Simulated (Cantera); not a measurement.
Input: 1 mol PbO, 0.18 mol H2, held at 450 °C and 84.0 mbar.

Method: chemical equilibrium by Gibbs-energy minimisation in Cantera with the NASA 1993 tables (ideal gas, pure condensed phases). Candidate condensed phases: H2O, Pb, PbO, PbO2, Pb3O4; 12 gas species. Kinetics and transport are ignored.

Base state: H2O 1.000, H2 4.17e-5 (mole fractions); condensed: Pb(l) + PbO(red).

What changes in the equilibrium state with this change: temperature from 450 °C to 1327 °C?


```csv
species,before,after
PbO,<1e-9,0.344
Pb,3.69e-8,0.328
H2O,1.000,0.326
O2,<1e-9,0.00114
OH,<1e-9,0.000161
"Pb(l), mol",0.180,0
"PbO(red), mol",0.820,0
"PbO(l), mol",0,0.629
```
Gases not in the tables: (PbO)n polymers.
